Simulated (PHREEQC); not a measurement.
Consider water at 53 °C with 0.0032 mol H3BO3 and 0.68 mol K2HPO4 per kg of water. Closed to the air; pH follows from the charge balance.

Equilibrium calculation in PHREEQC: ion-association model, wateq4f.dat.

- pH: 8.60
- ionic strength: 1.75 mol/kgw
- activity of water: 0.968
- total alkalinity: 680 meq/kg

```csv
species,molality,activity,log γ
K+,1.21,0.677,-0.254
HPO4-2,0.528,0.0683,-0.888
KHPO4-,0.146,0.0901,-0.210
H2PO4-,0.00385,0.00237,-0.210
PO4-3,0.00205,2.06e-5,-1.998
H2BO3-,0.00175,0.000802,-0.338
H3BO3,0.00145,0.00217,0.175
OH-,4.68e-5,2.46e-5,-0.280
H+,3.46e-9,2.49e-9,-0.143
```

No solid was allowed to form. Ionic strength above about 0.7 mol/kgw puts this run outside the model's range. Species that the database lacks are ignored. H3PO4, which wateq4f.dat lacks, is added to it with the constant of phreeqc.dat. Constants without temperature data keep their 25 °C values here.
